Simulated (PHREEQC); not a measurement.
Consider water at 25 °C with 0.011 mol NiSO4, 0.00019 mol H3BO3 and 0.18 mol NiCl2 per kg of water. Closed to the air; pH follows from the charge balance.

Computed with PHREEQC (ion-association model, wateq4f.dat).

No solid was allowed to form.

**Question.** Predict the pH, ionic strength.

**Answer.** pH 5.63; ionic strength 0.462 mol/kgw.

**Question.** In which forms is Ni present?

**Answer.** Ni+2 75 %, NiCl+ 15 %, NiCl2 6.9 %, NiSO4 3.5 % of the Ni.
